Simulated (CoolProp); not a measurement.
Values from CoolProp's reference Helmholtz-energy equation of state, Bücker 2006.

Q: Give the vapour pressure (kPa), enthalpy of vaporisation (kJ/kg), liquid cp (kJ/(kg K)), surface tension (mN/m) of saturated isobutane at 328.1 K.

A: 
```csv
T (K),p (kPa),enthalpy of vaporisation (kJ/kg),liquid cp (kJ/(kg K)),surface tension (mN/m)
328.1,772,292,2.66,6.75
```

Surface tension comes from a separate correlation (Mulero 2012).
